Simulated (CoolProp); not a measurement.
Model: reference Helmholtz-energy equation of state, Jacobsen 1992, in CoolProp.

Question: For R11, give the phase and the Z, viscosity (µPa s) at 161.35 °C and 9980 kPa.

Answer: 
- 161.35 °C and 9980 kPa: liquid; Z 0.331, viscosity 158

Viscosity comes from a separate model (Klein 1997), an estimate that may be off by 10 % or more.
